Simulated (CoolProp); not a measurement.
Benzene along the isotherm 346.85 °C: fugacity coefficient from the reference equation and from simpler models built on Tc = 288.9 °C, pc = 49.06 bar, ω = 0.211; each cubic takes its own stable root.

Model: reference Helmholtz-energy equation of state, Thol 2012, in CoolProp.

```tsv
p (bar)	phase	reference
0.233	gas	0.9988
0.478	gas	0.9976
0.981	gas	0.9951
2.02	gas	0.9899
4.14	gas	0.9794
8.5	gas	0.9579
17.5	gas	0.9143
35.8	gas	0.8280
73.6	supercritical	0.6569
```

### Question
How far does each simpler model (Redlich-Kwong, Peng-Robinson) lie from the reference over these 9 states: mean and median of the absolute difference, and the worst?

### Answer
- Redlich-Kwong: mean 0.4 %, median 0.1 %, worst -1.9 % at 346.85 °C and 73.6 bar
- Peng-Robinson: mean 0.9 %, median 0.3 %, worst -3.4 % at 346.85 °C and 73.6 bar
